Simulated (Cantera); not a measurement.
What does this Cantera script print?

```python
import numpy as np
import cantera as ct

gas = ct.Solution("gri30.yaml")


def delay(T, t_max=10):
    gas.TPX = T, 620000, {'CH4': 1, 'C2H6': 0.16, 'C3H8': 0.43, 'O2': 3.14, 'N2': 16.6}
    reactor = ct.IdealGasReactor(gas, clone=False)
    net = ct.ReactorNet([reactor])
    net.rtol, net.atol = 1e-8, 1e-16
    while net.time < t_max:
        t_old, T_old = net.time, reactor.T
        net.step()
        if reactor.T > T + 400:  # ignition: a rise of 400 K
            return t_old + (T + 400 - T_old) / (reactor.T - T_old) * (net.time - t_old)
    return np.nan


taus = []
for T in [1000, 1100, 1200, 1300, 1400, 1500, 1600, 1700, 1800]:
    taus.append(delay(T))
    print(f"T0 = {T:6g} K   tau = {taus[-1]:.4e} s")
```

Result:

```
T0 =   1000 K   tau = 2.7546e-02 s
T0 =   1100 K   tau = 6.8005e-03 s
T0 =   1200 K   tau = 1.6508e-03 s
T0 =   1300 K   tau = 4.0059e-04 s
T0 =   1400 K   tau = 1.1223e-04 s
T0 =   1500 K   tau = 3.8562e-05 s
T0 =   1600 K   tau = 1.6192e-05 s
T0 =   1700 K   tau = 8.0742e-06 s
T0 =   1800 K   tau = 4.6189e-06 s
```

Detailed kinetics in Cantera: GRI-Mech 3.0 (53 species, 325 reactions). GRI-Mech 3.0 was tuned for natural gas; its chemistry of propane as a main component is partial and can be far from experiment.
